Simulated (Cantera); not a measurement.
A Cantera script and what it prints.

```python
import numpy as np
import cantera as ct

gas_names = [...]  # 136 gases of nasa_gas.yaml made of C, H, N, O
cond_names = """
    C(gr) C6H6(L) C7H8(L) C8H18(L),n-octa H2O(s) H2O(L)
""".split()


# ... load() reads the species with a 1 bar reference pressure and builds the phases ...
atoms = {
    'C2H6': {'C': 2, 'H': 6},
    'CO2': {'C': 1, 'O': 2},
    'NH3': {'N': 1, 'H': 3},
}
top_T = {'C(gr)': 4500}  # K; cautious upper limits of use, not melting points


# ... equilibrate(T, P, feed) seeds the gas with the atoms and calls Mixture.equilibrate('TP', solver="vcs", rtol=1e-11, max_steps=5000) ...
results = []
T = 1898  # K
P = 25  # Pa
for m in [0.7, 1.1, 1.5, 1.9, 2.3, 2.7, 3.1]:
    feed = {'C2H6': 1, 'CO2': m, 'NH3': 0.12}  # mol
    mix = equilibrate(T, P, feed)
    results.append((T, P, feed, dict(zip(mix.species_names, mix.species_moles))))

top = {s: max(r[3][s] / sum(r[3][g] for g in gas_names) for r in results) for s in gas_names}
cols = sorted((s for s in top if top[s] > 1e-05), key=lambda s: -top[s])[:9]
seen = [c for c in cond_names if any(r[3].get(c, 0) > 1e-12 for r in results)]
print("log10 of partial pressures in bar; condensed amounts in mol")
print(f"{'n(CO2)':>10s}" + "".join(f"{s[:9]:>10s}" for s in cols + seen))
for T, P, feed, n in results:
    ng = sum(n[g] for g in gas_names)
    print(f"{feed['CO2']:10.4g}" + "".join(f"{np.log10(max(n[s] / ng * P / 1e5, 1e-99)):10.3f}" for s in cols)
          + "".join(f"{n.get(c, 0):10.4g}" for c in seen))
```

Output:

```
log10 of partial pressures in bar; condensed amounts in mol
    n(CO2)        H2        CO       H2O       CO2         H        N2       HCN        OH C2H2,acet     C(gr)
       0.7    -3.788    -4.131   -11.664   -12.631    -5.001    -5.515    -6.667   -13.964    -7.213     1.293
       1.1    -3.858    -4.003   -11.606   -12.375    -5.036    -5.583    -6.736   -13.871    -7.282    0.8934
       1.5    -3.918    -3.928   -11.590   -12.223    -5.066    -5.642    -6.795   -13.826    -7.343    0.4934
       1.9    -3.971    -3.877   -11.593   -12.122    -5.092    -5.694    -6.848   -13.801    -7.395   0.09343
       2.3    -4.032    -3.861    -5.143    -5.594    -5.123    -5.708   -13.380    -7.321   -20.447         0
       2.7    -4.098    -3.855    -4.816    -5.198    -5.156    -5.730   -13.810    -6.962   -21.285         0
       3.1    -4.162    -3.853    -4.662    -4.977    -5.188    -5.751   -14.069    -6.775   -21.782         0
```

These are equilibrium values from Cantera (NASA tables, ideal gas, pure condensed phases), not measurements of a reactor.
